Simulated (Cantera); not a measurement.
Input: 1 mol Si₃N₄, 0.041 mol O₂, 2.1 mol N₂, 0.013 mol H₂O, at 5.78 Torr.

These are equilibrium values from Cantera (NASA tables, ideal gas, pure condensed phases), not measurements of a reactor. Candidate condensed phases: H₂O, Si, SiO₂, Si₂N₂O, Si₃N₄; 35 gas species. Mutual solubility and eutectic melting of coexisting phases are not modelled. Equilibrium is a limit: real reactors are often held back by kinetics, nucleation or transport.

**Question.** What share of the Si ends up in condensed phases as a function of T (°C), at 1002, 1102, 1202, 1302, 1402, 1502, 1602?

**Answer.** 
```
T (°C)  Si condensed (%)                    as
------  ----------------  --------------------
1002               100.0  Si₂N₂O(s) + Si₃N₄(s)
1102               100.0  Si₂N₂O(s) + Si₃N₄(s)
1202               100.0  Si₂N₂O(s) + Si₃N₄(s)
1302               100.0  Si₂N₂O(s) + Si₃N₄(s)
1402                99.8  Si₂N₂O(s) + Si₃N₄(s)
1502                98.0  Si₂N₂O(s) + Si₃N₄(s)
1602                96.6                 Si(l)
```
